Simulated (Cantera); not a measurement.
Feed: 1 mol Al, 0.57 mol HCl, 4.2 mol H2, at 0.240 bar.

Method: chemical equilibrium by Gibbs-energy minimisation in Cantera with the NASA 1993 tables (ideal gas, pure condensed phases). Candidate condensed phases: Al, AlCl3; 12 gas species. The tables' values for AlCl2 are old estimates; treat these amounts as uncertain. Equilibrium is a limit: real reactors are often held back by kinetics, nucleation or transport.

x: gas mole fraction; n: condensed amount in mol.

| T (°C) | x H2 | x AlCl | x AlCl3 | x AlCl2 | x Al2Cl6 | n Al(s) | n Al(l) |
|---|---|---|---|---|---|---|---|
| 550 | 0.960 | 0.000141 | 0.0391 | 7.81e-5 | 0.000745 | 0.809 | 0 |
| 600 | 0.959 | 0.000454 | 0.0398 | 0.000192 | 0.000288 | 0.808 | 0 |
| 650 | 0.959 | 0.00127 | 0.0397 | 0.000422 | 0.000120 | 0.805 | 0 |
| 700 | 0.957 | ? | 0.0389 | 0.000826 | ? | 0 | 0.799 |
| 750 | 0.955 | 0.00663 | 0.0372 | 0.00148 | 2.42e-5 | 0 | 0.787 |
| 800 | 0.950 | ? | ? | 0.00243 | ? | 0 | 0.765 |
| 850 | 0.943 | 0.0238 | 0.0295 | 0.00364 | 4.64e-6 | 0 | 0.729 |
| 900 | 0.933 | 0.0393 | 0.0231 | 0.00488 | 1.69e-6 | 0 | 0.676 |
| 950 | 0.920 | 0.0588 | 0.0155 | 0.00568 | 4.76e-7 | 0 | 0.610 |

Problem. What belongs in the gaps?

Solution. 
- 800, x AlCl: 0.0131
- 800, x AlCl3: 0.0342
- 800, x Al2Cl6: 1.10e-5
- 700, x AlCl: 0.00307
- 700, x Al2Cl6: 5.30e-5
